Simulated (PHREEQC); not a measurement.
**Alkaline etch or developer**

Dissolve 0.0034 mol/kgw NaOH and 4.2e-06 mol/kgw H4SiO4 at 48 °C. Closed to the air; pH follows from the charge balance.

Model: ion-association model, wateq4f.dat, run in PHREEQC.

This is a speciation only: nothing precipitates in the calculation.

**Question.** Predict the pH.

**Answer.** pH 10.83.

**Question.** In which forms is Si present?

**Answer.** H3SiO4- 94 %, H4SiO4 4.4 %, H2SiO4-2 1.9 % of the Si.

Constants without temperature data keep their 25 °C values here.
